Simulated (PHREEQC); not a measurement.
Polishing slurry liquid (model solution)

Dissolve 0.72 mol/kgw KOH and 0.12 mol/kgw KNO3 at 25 °C. Closed to the air; pH follows from the charge balance.

Model: ion-association model, wateq4f.dat, run in PHREEQC.

No solid was allowed to form.

Q: Predict the pH, activity of water.

A: pH 13.64; activity of water 0.971.

Ionic strength above about 0.7 mol/kgw puts this run outside the model's range.
